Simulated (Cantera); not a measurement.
**Thermodynamics of aluminium nitride and oxide growth, feed AlCl3 + N2O + N2**

Charge: 1 mol AlCl3, 2 mol N2O, 380 mol N2, held at 13.0 Pa.

Cantera equilibrium calculation (NASA polynomials, part measured and part estimated; ideal gas, pure solids and liquids). Candidate condensed phases: Al, AlCl3, AlN, Al2O3; 24 gas species. Condensed phases not in the tables: AlOCl. Kinetics and transport are ignored.

From 477 °C to 1677 °C the condensed part is Al2O3(s).

```csv
T (°C),log p N2,log p Cl,log p Cl2,log p O2,log p O,log p NO,n Al2O3(s)
477,-3.89,-8.71,-6.29,-7.07,<-15,-11.19,0.500
677,-3.89,-6.93,-6.35,-7.07,-14.03,-9.85,0.500
877,-3.89,-6.08,-7.04,-7.08,-11.62,-8.97,0.500
1077,-3.89,-6.00,-8.55,-7.09,-9.92,-8.36,0.500
1277,-3.89,-5.99,-9.81,-7.11,-8.66,-7.92,0.500
1477,-3.89,-5.99,-10.78,-7.20,-7.73,-7.61,0.500
1677,-3.89,-6.00,-11.56,-7.52,-7.11,-7.49,0.497
```
log p: log10 of the partial pressure in bar; n: condensed amount in mol.
